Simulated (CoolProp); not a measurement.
R115 along the isotherm 403.6 K: Z from the reference equation and from simpler models built on Tc = 353.1 K, pc = 31.29 bar, ω = 0.248; each cubic takes its own stable root.

Model: reference Helmholtz-energy equation of state, Lemmon 2016, in CoolProp.

```csv
p (bar),phase,reference
0.495,gas,0.9967
0.77,gas,0.9949
1.2,gas,0.9920
1.87,gas,0.9875
2.91,gas,0.9804
4.53,gas,0.9693
7.05,gas,0.9516
11,gas,0.9231
17.1,gas,0.8767
26.6,gas,0.7983
41.4,supercritical,0.6629
64.5,supercritical,0.5015
100,supercritical,0.5317
156,supercritical,0.7034
```

How far does each simpler model (van der Waals, Redlich-Kwong, Soave-Redlich-Kwong, Peng-Robinson) lie from the reference over these 14 states: mean and median of the absolute difference, and the worst?


- van der Waals: mean 3.7 %, median 0.2 %, worst +22.3 % at 403.6 K and 156 bar
- Redlich-Kwong: mean 1.2 %, median 0.6 %, worst -3.7 % at 403.6 K and 41.4 bar
- Soave-Redlich-Kwong: mean 2.2 %, median 0.1 %, worst +10.4 % at 403.6 K and 100 bar
- Peng-Robinson: mean 1.3 %, median 1.0 %, worst -3.6 % at 403.6 K and 156 bar
